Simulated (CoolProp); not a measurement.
Vapour-liquid equilibrium of o-xylene (1) + n-nonane (2) at 179.35 °C; x and y are mole fractions of (1).

Model: multi-fluid Helmholtz-energy mixture model, Zhou 2012 and Lemmon 2006; pair parameters Bell 2016, in CoolProp.

```tsv
x	bubble pressure, mixture model (kPa)	bubble pressure, Raoult's law (kPa)	y, mixture model	y, Raoult's law
0.05	[?]	205.6	0.063	0.057
0.2	216.1	210.4	0.237	0.224
0.35	223.5	215.1	0.393	0.383
0.5	229.4	219.8	0.536	0.536
0.65	[?]	224.5	[?]	0.682
0.8	235.9	229.2	[?]	0.822
0.95	236.0	233.9	0.949	0.956
```

Question: Fill in the missing entries.

Answer: 
- 0.05, bubble pressure, mixture model (kPa): 207.2
- 0.65, bubble pressure, mixture model (kPa): 233.6
- 0.65, y, mixture model: 0.671
- 0.8, y, mixture model: 0.806

The largest gap from Raoult's law is +4.4 % in bubble pressure, at x = 0.5. y crosses x between x = 0.8 and 0.95: the model has an azeotrope there.

Pair parameters are fitted to limited data, so mixtures are less certain than the pure fluids.
